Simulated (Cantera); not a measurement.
**Oxide etching and cleaning by halides: MgO + Cl2 + N2**

Input: 1 mol MgO, 6.2 mol Cl2, 24 mol N2, held at 1723 K.

Method: chemical equilibrium by Gibbs-energy minimisation in Cantera with the NASA 1993 tables (ideal gas, pure condensed phases). Candidate condensed phases: Mg, MgCl2, MgO; 18 gas species. The numbers say what is thermodynamically allowed, not how fast it happens.

| P (Pa) | x N2 | x Cl | x Cl2 | x MgCl2 | x O2 |
|---|---|---|---|---|---|
| 1 | 0.667 | 0.290 | 1.80e-5 | 0.0273 | 0.0125 |
| 10 | 0.668 | 0.289 | 0.000179 | 0.0278 | 0.0132 |
| 100 | 0.669 | 0.287 | 0.00175 | 0.0279 | 0.0135 |
| 1000 | 0.678 | 0.264 | 0.0149 | 0.0283 | 0.0137 |
| 10000 | 0.712 | 0.176 | 0.0663 | 0.0297 | 0.0144 |
| 100000 | 0.751 | 0.0764 | 0.125 | 0.0313 | 0.0152 |
x: gas mole fraction; nothing condenses.

From 1.00e-5 bar to 1.00 bar nothing is condensed. The main Mg-bearing gas is MgCl2 throughout.
